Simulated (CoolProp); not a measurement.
The fluid at 358.77 K and 1.66 MPa flows at 0.48 m/s in a round tube of 100 mm bore and 1.5 µm roughness, fully developed (64/Re and Nu = 3.66 if laminar; Colebrook and Gnielinski if turbulent). The same conditions are run with several fluids, on thermodynamics alone (safety and materials aside).

The numbers come from the reference Helmholtz-energy equation of state of each fluid (R125: Lemmon 2005; C2F6 (R116): Lemmon 2006; propylene: Lemmon 2013; R13: Platzer 1990; methane: Setzmann 1991) in CoolProp. The equations of Platzer and Polt are older, rougher fits.

### Question
Rank R125, C2F6 (R116), propylene, R13, methane by Reynolds number, highest first.

### Answer
R125 (231000), C2F6 (R116) (227000), R13 (174000), propylene (120000), methane (32700)

| fluid | Darcy friction factor | pressure drop (Pa/m) | heat-transfer coefficient (W/(m² K)) | mass flow (kg/h) |
|---|---|---|---|---|
| R125 | 0.0153 | 1.37 | 75.8 | 1060 |
| C2F6 (R116) | 0.0154 | 1.50 | 76.5 | 1150 |
| propylene | 0.0174 | 0.550 | 61.1 | 372 |
| R13 | 0.0162 | 1.18 | 51.6 | 861 |
| methane | 0.0231 | 0.240 | 34.0 | 123 |

Transport values come from each fluid's own correlations; those of C2F6 (R116), propylene, R13 are estimates that may be off by 10 % or more.
